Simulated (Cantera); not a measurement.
Input: 1 mol Ta(OEt)₅, 8.8 mol H₂O, equilibrated at 2075 K and 1 atm.

Cantera equilibrium calculation (NASA polynomials, part measured and part estimated; ideal gas, pure solids and liquids). Candidate condensed phases: C, C₆H₆, C₇H₈, C₈H₁₈, H₂O, Ta, TaC, Ta₂O₅; 113 gas species. The feed counts by its element totals alone. Rates play no part.

Base state: H₂ 0.641, CO 0.315, H₂O 0.0377, CO₂ 0.00382, H 0.00212, OH 1.42e-5 (mole fractions); condensed: Ta₂O₅(l).

Problem. What changes in the equilibrium state with this change: temperature from 2075 K to 1548 K?

Solution. 
```
species         before    after
-------------  -------  -------
H₂               0.641    0.645
CO               0.315    0.313
H₂O             0.0377   0.0354
CO₂            0.00382  0.00616
OH             1.42e-5  4.50e-8
H              0.00212  2.46e-5
Ta₂O₅(l), mol    0.500        0
Ta₂O₅(s), mol        0    0.500
```

Problem. What changes in the equilibrium state with this change: temperature from 2075 K to 2123 K?

Solution. 
| species | before | after |
|---|---|---|
| H₂ | 0.641 | 0.640 |
| CO | 0.315 | 0.315 |
| H₂O | 0.0377 | 0.0378 |
| H | 0.00212 | 0.00285 |
| CO₂ | 0.00382 | 0.00370 |
| OH | 1.42e-5 | 2.08e-5 |
| Ta₂O₅(l), mol | 0.500 | 0.500 |
